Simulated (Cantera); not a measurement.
A closed system holds: 1 mol BN, 0.56 mol H2O, 72 mol N2, at 2123 K and 1.00 bar.

Equilibrium computed with Cantera from the NASA thermochemical tables; the gas is ideal and each condensed phase is pure. Candidate condensed phases: B, BN, B2O3, B3O3H3, H2O; 39 gas species. The numbers say what is thermodynamically allowed, not how fast it happens.

Base state: N2 0.988, H2 0.00656, HBO 0.00168, B2O2 0.000984, BO 0.000964, B2O3 0.000865, H 0.000291, HBO2 0.000224 (mole fractions); condensed: BN(s).

Q: What changes in the equilibrium state with this change: BN replaced by AlN?

A: 
```csv
species,before,after
N2,0.988,0.992
H2,0.00656,0.00753
H,0.000291,0.000311
HBO,0.00168,0
B2O2,0.000984,0
Al,0,0.000185
BO,0.000964,0
B2O3,0.000865,0
HBO2,0.000224,0
Al2O,0,0.000126
"BN(s), mol",0.520,0
"AlN(s), mol",0,0.601
"Al2O3(s), mol",0,0.184
```
Mutual solubility and eutectic melting of coexisting phases are not modelled. Condensed phases not in the tables: aluminium oxynitride. Further candidate phases: Al, AlN, Al2O3.
